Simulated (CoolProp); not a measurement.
Values from CoolProp's reference Helmholtz-energy equation of state, Lemmon 2009.

Task: Give the vapour pressure (bar), vapour density (kg/m³), vapour viscosity (µPa s), liquid conductivity (mW/(m K)) of saturated propane at -88.35 °C.

Result: 
```json
[
 {"T (°C)": "-88.35", "p (bar)": "0.0729", "vapour density (kg/m³)": "0.210", "vapour viscosity (µPa s)": "5.12", "liquid conductivity (mW/(m K))": "158"}
]
```

Viscosity comes from a separate model (Vogel 1998). Thermal conductivity comes from a separate model (Marsh 2002).
